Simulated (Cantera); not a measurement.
A closed system holds: 1 mol AlI3, 65 mol NH3, 1.1 mol H2, held at 1575 °C and 2.90 mbar.

Cantera equilibrium calculation (NASA polynomials, part measured and part estimated; ideal gas, pure solids and liquids). Candidate condensed phases: Al, AlI3, AlN, I2; 19 gas species. Equilibrium is a limit: real reactors are often held back by kinetics, nucleation or transport.

Base state: H2 0.727, N2 0.241, I 0.0154, H 0.00841, AlI 0.00625, Al 0.00115, HI 0.000647, AlH 2.12e-5 (mole fractions); condensed: gas only.

Task: What changes in the equilibrium state with this change: AlI3 replaced by Al?

Result: 
```tsv
species	before	after
H2	0.727	0.739
N2	0.241	0.245
H	0.00841	0.00847
I	0.0154	0
Al	0.00115	0.00740
AlI	0.00625	0
HI	0.000647	0
AlH	2.12e-5	0.000137
```
